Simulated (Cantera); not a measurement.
Input (Python, Cantera) and output of one run.

```python
import numpy as np
import cantera as ct

gas_names = """
    TiO O2
""".split()
cond_names = """
    TiO2(ru) TiO2(L)
""".split()


def load(file, names, dense=False):
    # The tables refer to 1 bar. Condensed volumes are neglected.
    table = {s.name: s for s in ct.Species.list_from_file(file)}
    out = []
    for n in names:
        d = dict(table[n].input_data)
        d["thermo"] = dict(d["thermo"], **{"reference-pressure": 1e5})
        if dense:
            d["equation-of-state"] = {"model": "constant-volume", "density": "1e6 g/cm^3"}
        out.append(ct.Species.from_dict(d))
    return out


species = {s.name: s for s in load("nasa_gas.yaml", gas_names) + load("nasa_condensed.yaml", cond_names)}
# Each term lists the table entries of one substance; the one whose range holds T is used.
reactions = {
    '2 TiO(g) + O2(g) = 2 TiO2':
        [(-2, ['TiO']), (-1, ['O2']), (2, ['TiO2(ru)', 'TiO2(L)'])],
}


def pick(names, T):
    return next(species[n] for n in names if species[n].thermo.min_temp <= T <= species[n].thermo.max_temp)


results = []
for label, terms in reactions.items():
    print(label)
    print("     T/K   dH/kJ  dS/(J/K)   dG/kJ   log10 K")
    for T in [300, 1523, 1598, 1673, 1748, 1823, 1898, 1973, 2048]:
        used = [(nu, pick(names, T)) for nu, names in terms]
        dH = sum(nu * s.thermo.h(T) for nu, s in used) / 1e6
        dS = sum(nu * s.thermo.s(T) for nu, s in used) / 1e3
        dG = dH - T * dS / 1e3
        logK = -dG * 1e6 / (ct.gas_constant * T * np.log(10))
        results.append((label, T, dH, dS, dG, logK, [s.name for _, s in used]))
        print(f"{T:8g} {dH:8.1f} {dS:8.1f} {dG:8.1f} {logK:8.2f}")
```

Result:

```
2 TiO(g) + O2(g) = 2 TiO2
     T/K   dH/kJ  dS/(J/K)   dG/kJ   log10 K
     300  -1998.3   -571.4  -1826.9   318.08
    1523  -1953.2   -515.7  -1167.8    40.05
    1598  -1950.0   -513.7  -1129.2    36.91
    1673  -1946.9   -511.8  -1090.7    34.05
    1748  -1943.7   -509.9  -1052.4    31.45
    1823  -1940.6   -508.1  -1014.2    29.06
    1898  -1937.4   -506.4   -976.2    26.87
    1973  -1934.2   -504.8   -938.3    24.84
    2048  -1931.0   -503.2   -900.5    22.97
```

Cantera with NASA thermochemical tables; ideal gases at 1 bar, condensed phases pure. Condensed species are held in their standard states even where they would react or evaporate.
